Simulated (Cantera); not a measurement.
An isothermal plug-flow reactor at 950 K and 1.10 bar (inlet), inlet velocity 0.38 m/s, active area per volume 590 1/m; feed CH4 : O2 : N2 : H2O = 0.0043 : 0.025 : 0.79 : 0.017 (molar parts).

Computed with Cantera and Deutschmann's 1995 Pt surface mechanism with GRI-Mech 3.0 gas chemistry. Catalytic surfaces can have several steady states; this one follows from the mechanism file's or the stated starting coverage. Mass transfer to the wall is taken as infinitely fast.

x: gas mole fraction; θ: surface coverage.

| z (m) | x CH4 | x O2 | x H2O | x CO2 | x CO | θ free Pt | θ O* | θ OH* |
|---|---|---|---|---|---|---|---|---|
| 0.00092 | 0.00465 | 0.0289 | 0.0213 | 0.000490 | 2.09e-6 | 0.202 | 0.795 | 0.00332 |
| 0.0015 | 0.00436 | 0.0283 | 0.0219 | 0.000779 | 1.96e-6 | 0.203 | 0.794 | 0.00337 |
| 0.0026 | 0.00385 | 0.0273 | 0.0229 | 0.00129 | 1.74e-6 | 0.204 | 0.792 | 0.00346 |
| 0.0043 | [?] | 0.0260 | 0.0243 | [?] | [?] | 0.206 | 0.790 | 0.00357 |
| 0.0071 | [?] | 0.0242 | 0.0260 | [?] | [?] | 0.209 | 0.787 | 0.00372 |
| 0.012 | 0.00124 | 0.0221 | 0.0281 | 0.00388 | 5.77e-7 | 0.213 | 0.783 | 0.00389 |
| 0.02 | 0.000447 | 0.0205 | 0.0297 | 0.00467 | 2.10e-7 | 0.216 | 0.780 | 0.00401 |
| 0.033 | 8.14e-5 | 0.0198 | 0.0304 | 0.00504 | 4.01e-8 | 0.217 | 0.778 | 0.00407 |
| 0.055 | 4.45e-6 | 0.0197 | 0.0306 | 0.00511 | 3.82e-9 | 0.218 | 0.778 | 0.00409 |
| 0.092 | 3.32e-8 | 0.0196 | 0.0306 | 0.00512 | 1.13e-9 | 0.218 | 0.778 | 0.00409 |

Question: Complete the blanks.

Answer: 
- 0.0043, x CH4: 0.00317
- 0.0043, x CO2: 0.00197
- 0.0043, x CO: 1.44e-6
- 0.0071, x CH4: 0.00227
- 0.0071, x CO2: 0.00286
- 0.0071, x CO: 1.04e-6
